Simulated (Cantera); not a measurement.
Feed: 1 mol Si, 0.023 mol CO2, 110 mol N2, equilibrated at 7.50 Torr.

These are equilibrium values from Cantera (NASA tables, ideal gas, pure condensed phases), not measurements of a reactor. Candidate condensed phases: C, Si, SiC, SiO2, Si2N2O, Si3N4; 34 gas species. N2 is the only nitrogen source here; it is nearly inert below about 1500 K, so the nitride shown seldom forms there in practice. Mutual solubility and eutectic melting of coexisting phases are not modelled. The tables' values for SiN are old estimates; treat these amounts as uncertain. The numbers say what is thermodynamically allowed, not how fast it happens.

x: gas mole fraction; n: condensed amount in mol.

```
T (K)   x N2        x Si     x SiO      x CO  n C(graphite)  n Si2N2O(s)  n Si3N4(s)  n SiC(s)  n Si(l)
-----  -----  ----------  --------  --------  -------------  -----------  ----------  --------  -------
1098    1.00      <1e-12    <1e-12   1.23e-7         0.0230       0.0460       0.303         0        0
1198   1.000      <1e-12  1.17e-10   2.52e-6         0.0227       0.0457       0.303         0        0
1298   1.000  (withheld)   1.05e-8   3.21e-5         0.0195       0.0425       0.305         0        0
1398   1.000  (withheld)   4.93e-7  0.000201              0       0.0240       0.317   0.00107        0
1498   1.000  (withheld)   1.37e-5  0.000210              0       0.0215       0.318         0        0
1598   1.000  (withheld)  0.000210  0.000210              0            0       0.326         0        0
1698   1.000  (withheld)  0.000253  0.000168              0            0       0.322   0.00466        0
1798   0.999  (withheld)  0.000373   4.75e-5              0            0       0.302    0.0175        0
1898   0.998  (withheld)  0.000352   6.58e-5              0            0           0    0.0134    0.787
1998   0.995  (withheld)  0.000319   9.69e-5              0            0           0         0    0.413
2098   0.991  (withheld)  0.000299  0.000115              0            0           0         0        0
```

Question: Complete the blanks.

Answer: 
- 1298, x Si: 5.31e-12
- 1398, x Si: 5.22e-10
- 1498, x Si: 2.76e-8
- 1598, x Si: 8.81e-7
- 1698, x Si: 1.86e-5
- 1798, x Si: 0.000277
- 1898, x Si: 0.00123
- 1998, x Si: 0.00425
- 2098, x Si: 0.00797
